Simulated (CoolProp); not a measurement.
A simple Rankine cycle with carbonyl sulfide: condensing at 296.15 K, boiler at 4.23 MPa, turbine inlet 505.1 K, turbine efficiency 0.65, pump efficiency 0.6, no recuperator. Each further row changes one setting.

Model: reference Helmholtz-energy equation of state, Lemmon 2006, in CoolProp. It is a short technical equation, of lower accuracy than the large ones.

| case | thermal efficiency (%) | net work (kJ/kg) | heat in (kJ/kg) | turbine exit temperature (K) | volume ratio over the turbine |
|---|---|---|---|---|---|
| as stated | ___ | 41.6 | 399 | 429.3 | 3.10 |
| turbine inlet 525.1 K | 10.6 | ___ | 417 | 448.4 | 3.09 |
| condensing temperature 288.15 K | ___ | 48.2 | 410 | ___ | 3.74 |
| boiler pressure 2.96 MPa | 7.9 | 32.3 | 408 | 451.8 | 2.23 |
| turbine efficiency 0.55 | 8.6 | ___ | 399 | 438.1 | 3.17 |

Task: Fill in the missing entries.

Result: 
- as stated, thermal efficiency (%): 10.4
- turbine inlet 525.1 K, net work (kJ/kg): 44.1
- condensing temperature 288.15 K, thermal efficiency (%): 11.8
- condensing temperature 288.15 K, turbine exit temperature (K): 418.8
- turbine efficiency 0.55, net work (kJ/kg): 34.4
